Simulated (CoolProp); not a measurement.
The fluoroketone C6F12O (FK-5-1-12) at several states: fugacity coefficient from the reference equation and from simpler models built on Tc = 168.7 °C, pc = 1.869 MPa, ω = 0.471; each cubic takes its own stable root.

Model: reference Helmholtz-energy equation of state, McLinden 2015, in CoolProp.

```
T (°C)  p (MPa)          phase  reference  van der Waals  Soave-Redlich-Kwong  Peng-Robinson
------  -------  -------------  ---------  -------------  -------------------  -------------
97.05     0.255            gas     0.9095         0.9385               0.9142         0.9087
38.35     0.115         liquid     0.5723         0.9587               0.5762         0.5777
-46.45     1.21         liquid  0.0005178        0.05855            0.0005559      0.0006127
190.55     2.58  supercritical     0.6199         0.6206               0.6311         0.6046
-13.45    0.257         liquid    0.02313         0.5256              0.02351        0.02469
```

At some of these states van der Waals gives the other phase, because its saturation line lies elsewhere.
